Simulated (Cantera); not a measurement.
Cantera run:

```python
import numpy as np
import cantera as ct

gas_names = """
    CL CLO CL2 N NO NO2 NO3 N2 N2O O O2 O3 Si SiCL SiCL2 SiCL3 SiCL4 SiN SiO SiO2 Si2 Si2N Si3
""".split()
cond_names = """
    Si(cr) Si(L) SiO2(Lqz) SiO2(hqz) SiO2(L) Si2N2O(s) Si3N4(a)
""".split()


# ... load() reads the species with a 1 bar reference pressure and builds the phases ...
atoms = {
    'SiCl4': {'Si': 1, 'CL': 4},
    'NO': {'N': 1, 'O': 1},
    'N2': {'N': 2},
    'O2': {'O': 2},
}
top_T = {'Si2N2O(s)': 2100, 'Si3N4(a)': 2400}  # K; cautious upper limits of use, not melting points


# ... equilibrate(T, P, feed) seeds the gas with the atoms and calls Mixture.equilibrate('TP', solver="vcs", rtol=1e-11, max_steps=5000) ...
results = []
feed = {'SiCl4': 1, 'NO': 1.2, 'N2': 1.4, 'O2': 0.065}  # mol
T = 748  # K
P = 13332.2  # Pa
mix = equilibrate(T, P, feed)
results.append((T, P, feed, dict(zip(mix.species_names, mix.species_moles))))
x = sorted(zip(gas.X, gas.species_names), reverse=True)
print(f"T = {T:g} K  P = {P:g} Pa  gas = {mix.phase_moles(0):.4g} mol")
print("   x: " + "  ".join(f"{s} {v:.3e}" for v, s in x if v > 0.001))
print("   condensed (mol): " + ("  ".join(f"{mix.phase(i).name} {mix.phase_moles(i):.4g}"
      for i in range(1, mix.n_phases) if mix.phase_moles(i) > 1e-12) or "none"))
```

Output:

```
T = 748 K  P = 13332.2 Pa  gas = 3.665 mol
   x: N2 5.457e-01  CL2 3.629e-01  SiCL4 9.140e-02
   condensed (mol): SiO2(Lqz) 0.665
```

These are equilibrium values from Cantera (NASA tables, ideal gas, pure condensed phases), not measurements of a reactor.
